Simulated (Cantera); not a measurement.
**Hydrocarbon pyrolysis for carbon deposition**

An isothermal, constant-pressure homogeneous reactor starts with 0.662 % C2H6, 99.3 % N2, at 1450 K and 15.8 Torr.

Detailed kinetics in Cantera: GRI-Mech 3.0 (53 species, 325 reactions). GRI-Mech 3.0 stops at C3 and has no aromatics, soot or wall deposition, so with more carbon than oxygen in the feed, carbon stays in small species such as C2H2 where larger ones or solid carbon would form. Radical loss at walls, strong at low pressure, is not modelled.

```json
[
 {"t (s)": "4.00e-6", "x C2H6": "0.00662", "x CH4": "2.00e-10", "x C2H": "<1e-12", "x H2": "1.15e-11", "x HCN": "<1e-12"},
 {"t (s)": "1.77e-5", "x C2H6": "0.00662", "x CH4": "3.89e-9", "x C2H": "<1e-12", "x H2": "2.41e-10", "x HCN": "<1e-12"},
 {"t (s)": "7.81e-5", "x C2H6": "0.00661", "x CH4": "7.58e-8", "x C2H": "<1e-12", "x H2": "8.95e-9", "x HCN": "<1e-12"},
 {"t (s)": "0.000345", "x C2H6": "0.00655", "x CH4": "1.46e-6", "x C2H": "<1e-12", "x H2": "9.43e-7", "x HCN": "<1e-12"},
 {"t (s)": "0.00152", "x C2H6": "0.00619", "x CH4": "2.70e-5", "x C2H": "9.00e-12", "x H2": "0.000109", "x HCN": "7.84e-9"},
 {"t (s)": "0.00673", "x C2H6": "0.00312", "x CH4": "0.000401", "x C2H": "1.02e-8", "x H2": "0.00262", "x HCN": "7.63e-7"},
 {"t (s)": "0.0297", "x C2H6": "6.08e-5", "x CH4": "0.00118", "x C2H": "5.05e-8", "x H2": "0.00834", "x HCN": "2.88e-6"},
 {"t (s)": "0.131", "x C2H6": "2.61e-6", "x CH4": "0.00111", "x C2H": "2.01e-8", "x H2": "0.0108", "x HCN": "3.35e-6"},
 {"t (s)": "0.580", "x C2H6": "5.08e-7", "x CH4": "0.00106", "x C2H": "8.54e-9", "x H2": "0.0114", "x HCN": "3.42e-6"},
 {"t (s)": "2.56", "x C2H6": "1.39e-7", "x CH4": "0.00100", "x C2H": "4.34e-9", "x H2": "0.0116", "x HCN": "3.45e-6"},
 {"t (s)": "11.3", "x C2H6": "8.89e-8", "x CH4": "0.000901", "x C2H": "3.86e-9", "x H2": "0.0117", "x HCN": "3.48e-6"},
 {"t (s)": "50.0", "x C2H6": "4.45e-8", "x CH4": "0.000611", "x C2H": "4.16e-9", "x H2": "0.0122", "x HCN": "3.58e-6"}
]
```
x: mole fraction; the columns are a selection and need not sum to one.

Equilibrium at this temperature and pressure: C2H6 <1e-12, CH4 1.17e-6, C2H 5.02e-10, H2 0.0131, HCN 0.0118 (gas phase only).
